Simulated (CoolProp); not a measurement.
The fluid at 370.39 K and 8.78 MPa is throttled through a valve to 3.33 MPa with no heat exchange. The same conditions are run with several fluids, on thermodynamics alone (safety and materials aside).

The numbers come from the reference Helmholtz-energy equation of state of each fluid (CH3F (R41): Lemmon 2006; CF4 (R14): Platzer 1990; hydrogen chloride: Thol 2018; R507A: Lemmon 2003; sulfur hexafluoride: Guder 2009) in CoolProp. The equations of Platzer and Polt are older, rougher fits. Blends and air are pseudo-pure fits.

| fluid | temperature change (K) | final phase | final density (kg/m³) |
|---|---|---|---|
| CH3F (R41) | -54.0 | gas | 58.3 |
| CF4 (R14) | ? | gas | ? |
| hydrogen chloride | -52.7 | gas | ? |
| R507A | -31.6 | two-phase, vapour fraction 0.676 | ? |
| sulfur hexafluoride | -38.0 | gas | 263 |

Question: Some entries are withheld; supply them.

Answer: 
- CF4 (R14), temperature change (K): -16.0
- CF4 (R14), final density (kg/m³): 105
- hydrogen chloride, final density (kg/m³): 56.1
- R507A, final density (kg/m³): 339
